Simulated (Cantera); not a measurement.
An adiabatic, constant-volume homogeneous reactor starts with CH4 : CO : O2 : N2 = 1 : 0.5 : 4.5 : 16.9 (molar parts), equivalence ratio 0.50, at 1100 K and 6150 Torr. Integrator tolerance rtol = 1e-08.

Cantera simulation using GRI-Mech 3.0 (53 species, 325 reactions); the numbers are that mechanism's predictions, not measurements.

**Question.** What does this change do: constant pressure in place of constant volume?

**Answer.** 
```tsv
quantity	before	after
time of steepest temperature rise	23.1 ms	23.8 ms
temperature at 7.00 s	2408 K	2165 K
equilibrium temperature	2408 K	2165 K
x(CH4) at 7.00 s	<1e-12 (gas-phase equilibrium <1e-12)	<1e-12 (gas-phase equilibrium <1e-12)
x(CO) at 7.00 s	0.00113 (gas-phase equilibrium 0.00113)	0.000353 (gas-phase equilibrium 0.000353)
x(O2) at 7.00 s	0.0922 (gas-phase equilibrium 0.0922)	0.0950 (gas-phase equilibrium 0.0950)
x(C2H) at 7.00 s	<1e-12 (gas-phase equilibrium <1e-12)	<1e-12 (gas-phase equilibrium <1e-12)
x(N2O) at 7.00 s	2.83e-6 (gas-phase equilibrium 2.83e-6)	1.18e-6 (gas-phase equilibrium 1.18e-6)
```

**Question.** What does this change do: N2 16.9 to 13 parts?

**Answer.** 
```tsv
quantity	before	after
time of steepest temperature rise	23.1 ms	18.9 ms
temperature at 7.00 s	2408 K	2587 K
equilibrium temperature	2408 K	2587 K
x(CH4) at 7.00 s	<1e-12 (gas-phase equilibrium <1e-12)	<1e-12 (gas-phase equilibrium <1e-12)
x(CO) at 7.00 s	0.00113 (gas-phase equilibrium 0.00113)	0.00306 (gas-phase equilibrium 0.00306)
x(O2) at 7.00 s	0.0922 (gas-phase equilibrium 0.0922)	0.110 (gas-phase equilibrium 0.110)
x(C2H) at 7.00 s	<1e-12 (gas-phase equilibrium <1e-12)	<1e-12 (gas-phase equilibrium <1e-12)
x(N2O) at 7.00 s	2.83e-6 (gas-phase equilibrium 2.83e-6)	4.06e-6 (gas-phase equilibrium 4.06e-6)
```

**Question.** What does this change do: initial temperature 1100 to 1150 K?

**Answer.** 
```
quantity                                                            before                                    after
---------------------------------  ---------------------------------------  ---------------------------------------
time of steepest temperature rise                                  23.1 ms                                  10.5 ms
temperature at 7.00 s                                               2408 K                                   2443 K
equilibrium temperature                                             2408 K                                   2443 K
x(CH4) at 7.00 s                     <1e-12 (gas-phase equilibrium <1e-12)    <1e-12 (gas-phase equilibrium <1e-12)
x(CO) at 7.00 s                    0.00113 (gas-phase equilibrium 0.00113)  0.00140 (gas-phase equilibrium 0.00140)
x(O2) at 7.00 s                      0.0922 (gas-phase equilibrium 0.0922)    0.0918 (gas-phase equilibrium 0.0918)
x(C2H) at 7.00 s                     <1e-12 (gas-phase equilibrium <1e-12)    <1e-12 (gas-phase equilibrium <1e-12)
x(N2O) at 7.00 s                   2.83e-6 (gas-phase equilibrium 2.83e-6)  2.97e-6 (gas-phase equilibrium 2.97e-6)
```
